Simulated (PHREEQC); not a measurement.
A solution holds 0.014 mol HCl, 0.0001 mol FeCl3 and 0.0053 mol MgCl2 per kg of water, at 20 °C. Closed to the air; pH follows from the charge balance.

Equilibrium calculation in PHREEQC: ion-association model, phreeqc.dat.

This is a speciation only: nothing precipitates in the calculation.

What pH does the model give?

pH 1.91.

In which forms is Fe present?

Fe+3 65 %, FeCl+2 20 %, FeOH+2 14 %, FeCl2+ 1.4 % of the Fe.

Examples of supersaturated solids here: Hematite (slow to form), Goethite (slow to form). Others may be too.
